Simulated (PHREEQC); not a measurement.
0.36 g of hydrous ferric oxide (600 m²/g; 0.2 weak and 0.005 strong sites per Fe, Dzombak-Morel constants, diffuse double layer) in 1 kg of water with 0.05 mol/kgw of an inert sodium salt, at 25 °C; the pH is set by adding NaOH or the inert anion's acid. Oxygen is held at 0.21 atm. No CO2 enters from the air. Nothing may precipitate in this run.

Model: ion-association model, wateq4f.dat, run in PHREEQC.

| pH | surface charge σ (C/m²) | surface potential ψ (mV) |
|---|---|---|
| 3 | 0.357 | 169 |
| 3.67 | 0.323 | 164 |
| 4.33 | 0.258 | 153 |
| 5 | 0.181 | 135 |
| 5.67 | 0.115 | 112 |
| 6.33 | 0.067 | 86 |
| 7 | 0.034 | 56 |
| 7.67 | 0.012 | 22 |
| 8.33 | -0.006 | -11 |
| 9 | -0.026 | -45 |
| 9.67 | -0.055 | -76 |
| 10.33 | -0.097 | -104 |
| 11 | -0.158 | -128 |

The oxide is taken as insoluble; below pH 4 it would dissolve.
